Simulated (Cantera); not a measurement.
A Cantera script and its output.

```python
import numpy as np
import cantera as ct

gas = ct.Solution("gri30.yaml")
gas.TPX = 1275, 100000, {'C2H6': 1, 'N2': 18}
reactor = ct.IdealGasConstPressureReactor(gas, energy="off", clone=False)
net = ct.ReactorNet([reactor])
net.rtol, net.atol = 1e-08, 1e-18
show = ['C2H6', 'HCN', 'C2H4', 'CH3', 'C2H2', 'H2', 'CH2']
times = np.geomspace(7e-06, 2, 11)

steps = ct.SolutionArray(gas, extra=["t"])
rows = []
print(f"{'t/s':>10s}{'T/K':>9s}{'P/Pa':>11s}" + "".join(f"{s:>11s}" for s in show))
for t in times:
    while net.time < t:
        t_next = net.step()
        steps.append(gas.state, t=t_next)
    rows.append([np.interp(t, steps.t, y) for y in (steps.T, steps.P, *steps(*show).X.T)])
    print(f"{t:10.3e}{rows[-1][0]:9.1f}{rows[-1][1]:11.4g}" + "".join(f"{x:11.3e}" for x in rows[-1][2:]))
rate = np.gradient(steps.T, steps.t)
print("integrator steps:", len(steps.t))
if steps.T.max() > steps.T[0] + 200:
    print(f"time of steepest temperature rise: {steps.t[rate.argmax()]:.4e} s")
gas.TPX = 1275, 100000, {'C2H6': 1, 'N2': 18}
gas.equilibrate("TP")
print(f"equilibrium (TP): T = {gas.T:.1f} K  " + "  ".join(f"{s} {gas[s].X[0]:.3e}" for s in show))
```

It prints:

```
       t/s      T/K       P/Pa       C2H6        HCN       C2H4        CH3       C2H2         H2        CH2
 7.000e-06   1275.0      1e+05  5.263e-02  2.705e-18  8.608e-08  5.106e-06  2.522e-14  7.772e-08  4.727e-12
 2.459e-05   1275.0      1e+05  5.262e-02  2.784e-15  3.326e-06  1.596e-05  1.722e-11  3.180e-06  1.050e-10
 8.635e-05   1275.0      1e+05  5.246e-02  3.900e-12  1.076e-04  3.806e-05  1.764e-08  1.049e-04  1.266e-09
 3.033e-04   1275.0      1e+05  5.093e-02  1.298e-10  1.420e-03  6.579e-05  3.583e-06  1.369e-03  4.683e-09
 1.065e-03   1275.0      1e+05  4.459e-02  3.105e-10  6.906e-03  6.427e-05  9.294e-05  6.728e-03  4.771e-09
 3.742e-03   1275.0      1e+05  2.660e-02  4.590e-10  2.169e-02  4.853e-05  1.127e-03  2.246e-02  3.506e-09
 1.314e-02   1275.0      1e+05  3.993e-03  5.537e-10  3.522e-02  1.676e-05  7.157e-03  4.599e-02  8.152e-10
 4.616e-02   1275.0      1e+05  2.490e-04  5.629e-10  2.935e-02  3.863e-06  1.574e-02  5.674e-02  5.380e-11
 1.621e-01   1275.0      1e+05  8.143e-05  5.606e-10  2.100e-02  2.200e-06  2.372e-02  6.420e-02  1.714e-11
 5.694e-01   1275.0      1e+05  5.024e-05  5.590e-10  1.218e-02  1.810e-06  3.193e-02  7.156e-02  1.091e-11
 2.000e+00   1275.0      1e+05  3.944e-05  5.639e-10  9.703e-03  1.711e-06  3.383e-02  7.237e-02  8.747e-12
integrator steps: 1145
equilibrium (TP): T = 1275.0 K  C2H6 1.171e-05  HCN 4.153e-02  C2H4 3.059e-03  CH3 1.435e-06  C2H2 1.307e-02  H2 5.871e-02  CH2 2.567e-12
```

Detailed kinetics in Cantera: GRI-Mech 3.0 (53 species, 325 reactions). GRI-Mech 3.0 stops at C3 and has no aromatics, soot or wall deposition, so with more carbon than oxygen in the feed, carbon stays in small species such as C2H2 where larger ones or solid carbon would form.
